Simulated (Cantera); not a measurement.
A closed system holds: 1 mol Si, 3.8 mol HCl, held at 925 °C and 1.00 bar.

Equilibrium computed with Cantera from the NASA thermochemical tables; the gas is ideal and each condensed phase is pure. Candidate condensed phases: Si; 19 gas species. The tables' values for SiCl₃ are old estimates; treat these amounts as uncertain. Rates play no part.

Base state: H₂ 0.600, SiCl₄ 0.244, SiHCl₃ 0.0806, HCl 0.0489, SiCl₃ 0.0151, SiCl₂ 0.00822, SiH₂Cl₂ 0.00348, SiH₃Cl 4.10e-5 (mole fractions); condensed: gas only.

### Question
What changes in the equilibrium state with this change: temperature from 925 °C to 550 °C?

### Answer
```
species   before    after
-------  -------  -------
H₂         0.600    0.640
SiCl₄      0.244    0.284
SiHCl₃    0.0806   0.0714
HCl       0.0489  0.00307
SiCl₃     0.0151  9.70e-5
SiCl₂    0.00822  2.97e-6
SiH₃Cl   4.10e-5  7.45e-6
SiH₂Cl₂  0.00348  0.00151
```

### Question
What changes in the equilibrium state with this change: HCl from 3.8 to 24 mol?

### Answer
```tsv
species	before	after
HCl	0.0489	0.870
H₂	0.600	0.0868
SiCl₄	0.244	0.0433
SiHCl₃	0.0806	0.000116
SiCl₃	0.0151	5.71e-5
SiH₂Cl₂	0.00348	4.08e-8
SiH₃Cl	4.10e-5	<1e-9
```
